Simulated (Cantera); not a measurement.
A closed system holds: 1 mol Fe, 0.31 mol H₂S, 6 mol CO, held at 1323 K and 780000 Pa.

These are equilibrium values from Cantera (NASA tables, ideal gas, pure condensed phases), not measurements of a reactor. Candidate condensed phases: C, C₆H₆, C₇H₈, C₈H₁₈, Fe, Fe(CO)₅, FeO, Fe(OH)₂, Fe(OH)₃, FeS, FeSO₄, FeS₂, Fe₂O₃, Fe₂(SO₄)₃, Fe₃O₄, H₂O, H₂SO₄, S; 127 gas species. Metal and sulfide melt together well below either melting point, which pure phases cannot show. Mutual solubility and eutectic melting of coexisting phases are not modelled. FeS: taken at fixed stoichiometry. Condensed phases not in the tables: cementite and carbon dissolved in iron. The numbers say what is thermodynamically allowed, not how fast it happens.

Base state: CO 0.923, H₂ 0.0474, CO₂ 0.0263, H₂O 0.00250, H₂S 0.000375, COS 0.000236, CH₄ 0.000119 (mole fractions); condensed: C(graphite) + Fe(γ) + FeS(s).

Problem. What changes in the equilibrium state with this change: pressure from 780000 Pa to 10000 Pa?

Solution. 
| species | before | after |
|---|---|---|
| CO | 0.923 | 0.950 |
| H₂ | 0.0474 | 0.0487 |
| H₂S | 0.000375 | 0.000385 |
| CO₂ | 0.0263 | 0.000357 |
| H₂O | 0.00250 | 3.39e-5 |
| CS₂ | 5.03e-7 | 3.92e-5 |
| CH₄ | 0.000119 | 1.61e-6 |
| COS | 0.000236 | 0.000243 |
| C(graphite), mol | 0.176 | 0.00220 |
| Fe(γ), mol | 0.694 | 0.695 |
| FeS(s), mol | 0.306 | 0.305 |
